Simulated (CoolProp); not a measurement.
Vapour-liquid equilibrium of ethanol (1) + n-hexane (2) at 3.8 bar; x and y are mole fractions of (1).

Model: multi-fluid Helmholtz-energy mixture model, Schroeder 2014 and Thol 2019; pair parameters Bell 2016, in CoolProp.

```tsv
x	bubble temperature (°C)	y at the bubble point	dew temperature at overall composition x (°C)	liquid density (mol/L)
0.05	110.7	0.177	115.8	6.768
0.2	103.1	0.372	109.7	7.477
0.35	101.8	0.427	103.9	8.292
0.5	101.7	0.454	102.5	9.327
0.65	102.4	0.496	106.7	10.65
0.8	105.3	0.601	111.0	12.29
0.95	112.6	0.859	115.0	14.32
```

y crosses x between x = 0.35 and 0.5: the model has an azeotrope there.

The pair parameters rest on a limited set of measurements; away from them the model extrapolates.
